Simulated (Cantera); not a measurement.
An adiabatic, constant-volume homogeneous reactor starts with CO : H2 : CH4 : O2 : N2 : H2O = 1 : 0.053 : 0.043 : 0.322 : 1.21 : 0.57 (molar parts), equivalence ratio 1.9, at 1023 K and 9.87 atm.

Computed with Cantera and GRI-Mech 3.0 (53 species, 325 reactions).

Predict: time of steepest temperature rise; temperature at 5.00 s; equilibrium temperature; x(CO) at 5.00 s; x(H2) at 5.00 s; x(O) at 5.00 s; x(HCO) at 5.00 s; x(H) at 5.00 s.


| Quantity | Value |
|---|---|
| time of steepest temperature rise | 3.83 ms |
| temperature at 5.00 s | 2617 K |
| equilibrium temperature | 2617 K |
| x(CO) at 5.00 s | 0.168 (gas-phase equilibrium 0.168) |
| x(H2) at 5.00 s | 0.0293 (gas-phase equilibrium 0.0293) |
| x(O) at 5.00 s | 7.78e-5 (gas-phase equilibrium 7.78e-5) |
| x(HCO) at 5.00 s | 6.98e-7 (gas-phase equilibrium 6.98e-7) |
| x(H) at 5.00 s | 0.00145 (gas-phase equilibrium 0.00145) |
